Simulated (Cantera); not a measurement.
# Stirred combustor or abatement burner

A perfectly stirred reactor is fed with 3.10 % CH4, 4.03 % C2H6, 0.152 % C3H8, 16.2 % O2, 61.0 % N2, 15.5 % H2O, equivalence ratio 1.3, at 1.00 atm; it is adiabatic with a 425 K inlet, and is followed from long to short residence time, starting on the burning branch (τ in s: 0.057, 0.017, 0.0052, 0.0016, 0.00047, 0.00014, 4.3e-05, 1.3e-05, 4e-06).

Computed with Cantera and GRI-Mech 3.0 (53 species, 325 reactions).

| τ (s) | T (K) | x CH4 | x C2H6 | x C3H8 | x CH3 | x HCN | x CH2O |
|---|---|---|---|---|---|---|---|
| 0.057 | 1912 | 5.95e-5 | 1.36e-6 | 3.40e-8 | 2.71e-5 | 6.69e-6 | 2.52e-6 |
| 0.017 | 1903 | 7.91e-5 | 3.39e-6 | 8.54e-8 | 4.81e-5 | 1.24e-5 | 5.22e-6 |
| 0.0052 | 1888 | 0.000133 | 8.71e-6 | 2.20e-7 | 9.55e-5 | 2.18e-5 | 1.16e-5 |
| 0.0016 | 1864 | 0.000295 | 2.53e-5 | 6.39e-7 | 0.000222 | 3.45e-5 | 2.95e-5 |
| 0.00047 | 1782 | 0.00129 | 0.000135 | 3.32e-6 | 0.000737 | 3.00e-5 | 0.000111 |
| 0.00014 | 425 | 0.0310 | 0.0403 | 0.00152 | <1e-12 | <1e-12 | <1e-12 |
| 4.3e-5 | 425 | 0.0310 | 0.0403 | 0.00152 | <1e-12 | <1e-12 | <1e-12 |
| 1.3e-5 | 425 | 0.0310 | 0.0403 | 0.00152 | <1e-12 | <1e-12 | <1e-12 |
| 4.0e-6 | 425 | 0.0310 | 0.0403 | 0.00152 | <1e-12 | <1e-12 | <1e-12 |
x: mole fraction; the columns are a selection and need not sum to one.
